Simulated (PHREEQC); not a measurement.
Make-up at 20 °C: 0.001 mol/kgw HCl, 7.2e-05 mol/kgw AlCl3 and 0.00022 mol/kgw CuCl2. Closed to the air; pH follows from the charge balance.

Model: ion-association model, phreeqc.dat, run in PHREEQC.

```json
[
 {"quantity": "pH", "before": "3.02", "after": "3.02"},
 {"quantity": "CuCl+ (mol/kgw)", "before": "6.27e-7", "after": "1.60e-6"},
 {"quantity": "AlOH+2 (mol/kgw)", "before": "4.28e-7", "after": "1.50e-6"},
 {"quantity": "CuOH+ (mol/kgw)", "before": "1.99e-9", "after": "1.97e-9"},
 {"quantity": "Al(OH)2+ (mol/kgw)", "before": "1.93e-9", "after": "3.49e-8"},
 {"quantity": "SI of Gibbsite (Al(OH)3)", "before": "-3.66", "after": "-2.59"}
]
```

**Question.** Which change was made?
A. 8.9e-05 mol/kgw KCl added
B. HCl from 0.001 to 0.005 mol/kgw
C. diluted 5-fold with water
D. temperature from 20 to 40 °C

**Answer.** D, temperature from 20 to 40 °C

Precipitation was switched off in this run. Away from 25 °C the constants follow the database's enthalpies or fits; those with neither stay at their 25 °C values.
